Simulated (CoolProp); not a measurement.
Aqueous methanol as a coolant, 22 % by mass, freezing at -17.0 °C, 1 atm.

Computed with CoolProp (Melinder's fits for secondary coolants).

```json
[
 {"T (°C)": "-2.3", "conductivity (W/(m K))": "0.451", "Prandtl number": "32.8", "viscosity (mPa s)": "3.68", "density (kg/m³)": "970.7"},
 {"T (°C)": "1.4", "conductivity (W/(m K))": "0.454", "Prandtl number": "28.0", "viscosity (mPa s)": "3.16", "density (kg/m³)": "969.8"},
 {"T (°C)": "5.1", "conductivity (W/(m K))": "0.458", "Prandtl number": "24.1", "viscosity (mPa s)": "2.73", "density (kg/m³)": "968.8"},
 {"T (°C)": "8.8", "conductivity (W/(m K))": "0.462", "Prandtl number": "21.0", "viscosity (mPa s)": "2.38", "density (kg/m³)": "967.7"},
 {"T (°C)": "12.5", "conductivity (W/(m K))": "0.465", "Prandtl number": "18.3", "viscosity (mPa s)": "2.09", "density (kg/m³)": "966.5"},
 {"T (°C)": "16.2", "conductivity (W/(m K))": "0.469", "Prandtl number": "16.1", "viscosity (mPa s)": "1.85", "density (kg/m³)": "965.2"},
 {"T (°C)": "19.9", "conductivity (W/(m K))": "0.473", "Prandtl number": "14.3", "viscosity (mPa s)": "1.65", "density (kg/m³)": "963.9"},
 {"T (°C)": "23.6", "conductivity (W/(m K))": "0.476", "Prandtl number": "12.7", "viscosity (mPa s)": "1.48", "density (kg/m³)": "962.4"},
 {"T (°C)": "27.3", "conductivity (W/(m K))": "0.480", "Prandtl number": "11.4", "viscosity (mPa s)": "1.33", "density (kg/m³)": "960.9"},
 {"T (°C)": "31", "conductivity (W/(m K))": "0.484", "Prandtl number": "10.2", "viscosity (mPa s)": "1.21", "density (kg/m³)": "959.2"}
]
```
